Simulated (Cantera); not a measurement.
**Reactions in the system C-N-O**

Standard-state values (1 bar) from the NASA 1993 polynomials, evaluated with Cantera. Values are per mole of reaction as written; species without (g) are pure solids or liquids, kept so even where they would boil at 1 bar.

4 C + 2 NO2(g) ⇌ 4 CO(g) + N2(g)

```csv
T (K),ΔH° (kJ),ΔS° (J/K),ΔG° (kJ),log10 K
300,-510.4,479.2,-654.2,113.90
648,-507.4,488.3,-823.9,66.41
723,-508.6,486.7,-860.4,62.16
798,-510.0,484.7,-896.9,58.70
873,-511.7,482.7,-933.1,55.83
948,-513.5,480.7,-969.3,53.41
1023,-515.5,478.7,-1005.2,51.33
1098,-517.6,476.7,-1041.1,49.53
1173,-519.8,474.8,-1076.8,47.95
1248,-522.0,473.0,-1112.3,46.55
```
